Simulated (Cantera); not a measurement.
A closed system holds: 1 mol Si2H6, 11 mol NO, equilibrated at 0.120 Torr.

Method: chemical equilibrium by Gibbs-energy minimisation in Cantera with the NASA 1993 tables (ideal gas, pure condensed phases). Candidate condensed phases: H2O, Si, SiO2, Si2N2O, Si3N4; 35 gas species. The feed counts by its element totals alone. The tables hold silica as quartz up to 1696 K and as liquid above; real silica turns to tridymite and cristobalite and melts near 1996 K. The numbers say what is thermodynamically allowed, not how fast it happens.

Over these rows the condensed part is SiO2(condensed). Partial pressures as log10 of bar:

| T (K) | 1000/T (1/K) | log p SiO | log p N2 | log p H2O | log p O2 |
|---|---|---|---|---|---|
| 1700 | 0.5882 | -8.99 | -4.08 | -4.35 | -4.52 |
| 1725 | 0.5797 | -8.65 | -4.08 | -4.35 | -4.52 |
| 1750 | 0.5714 | -8.31 | -4.08 | -4.35 | -4.53 |
| 1775 | 0.5634 | ? | -4.08 | -4.35 | -4.53 |
| 1800 | 0.5556 | -7.66 | -4.08 | -4.36 | -4.53 |
| 1825 | 0.5479 | -7.35 | -4.08 | -4.36 | -4.53 |

Task: Fit log p(SiO) = a + b·(1000/T) to the five rows, give the apparent enthalpy, and predict the row at 1775 K.

Result: Means: 1000/T = 0.5686, log p = -8.192. Sxy = -0.045400, Sxx = 0.0011127, so b = -40.80 and a = -8.192 − (-40.80)×0.5686 = 15.01.
Apparent enthalpy: −19.145 × (-40.80) = 781 kJ/mol. With the condensed phases at unit activity, SiO2(condensed) = SiO(g) + 1/2 O2(g) links this pressure to the main gases: over the six rows their terms move log p by +0.01 in all, so the slope is close to that reaction's ΔH°. The five rows lie within 0.01 of the line.
Prediction at 1775 K: 15.01 + (-40.80)×0.5634 = -7.98. The computed value is -7.98, 0.00 from the line.
